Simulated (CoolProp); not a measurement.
R1336mzz(Z) along the isotherm 484.9 K: Z from the reference equation and from simpler models built on Tc = 444.5 K, pc = 2.904 MPa, ω = 0.386; each cubic takes its own stable root.

Values from CoolProp's reference Helmholtz-energy equation of state, McLinden 2020.

```json
[
 {"p (MPa)": "0.023", "phase": "gas", "reference": "0.9980"},
 {"p (MPa)": "0.0387", "phase": "gas", "reference": "0.9966"},
 {"p (MPa)": "0.0654", "phase": "gas", "reference": "0.9942"},
 {"p (MPa)": "0.11", "phase": "gas", "reference": "0.9902"},
 {"p (MPa)": "0.186", "phase": "gas", "reference": "0.9834"},
 {"p (MPa)": "0.314", "phase": "gas", "reference": "0.9717"},
 {"p (MPa)": "0.53", "phase": "gas", "reference": "0.9518"},
 {"p (MPa)": "0.895", "phase": "gas", "reference": "0.9169"},
 {"p (MPa)": "1.51", "phase": "gas", "reference": "0.8549"},
 {"p (MPa)": "2.55", "phase": "gas", "reference": "0.7380"},
 {"p (MPa)": "4.3", "phase": "supercritical", "reference": "0.4993"},
 {"p (MPa)": "7.26", "phase": "supercritical", "reference": "0.4056"}
]
```

Question: How far does each simpler model (Soave-Redlich-Kwong, Peng-Robinson) lie from the reference over these 12 states: mean and median of the absolute difference, and the worst?

Answer: 
- Soave-Redlich-Kwong: mean 3.0 %, median 0.2 %, worst +21.9 % at 484.9 K and 7.26 MPa
- Peng-Robinson: mean 1.6 %, median 0.3 %, worst +12.0 % at 484.9 K and 7.26 MPa
